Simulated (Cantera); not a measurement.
Thermodynamics of chemical vapour transport, feed B + Cl2 + H2

Charge: 1 mol B, 1.1 mol Cl2, 0.58 mol H2, equilibrated at 1475 °C and 0.510 bar.

Method: chemical equilibrium by Gibbs-energy minimisation in Cantera with the NASA 1993 tables (ideal gas, pure condensed phases). Candidate condensed phases: B; 13 gas species. The tables' values for BCl2, BCl, BH2 are old estimates; treat these amounts as uncertain. Gases not in the tables: BHCl2. Equilibrium is a limit: real reactors are often held back by kinetics, nucleation or transport.

- x(HCl) = 0.389
- x(BCl3) = 0.379
- x(H2) = 0.215
- x(BCl2) = 0.0127
- x(BCl) = 0.00371
- x(Cl) = 0.000207
- x(H) = 0.000148
- x(BH2) = 1.91e-5
- x(BH3) = 1.20e-6
- n(B(s)) = 0.441 mol
- gas amount = 1.415 mol
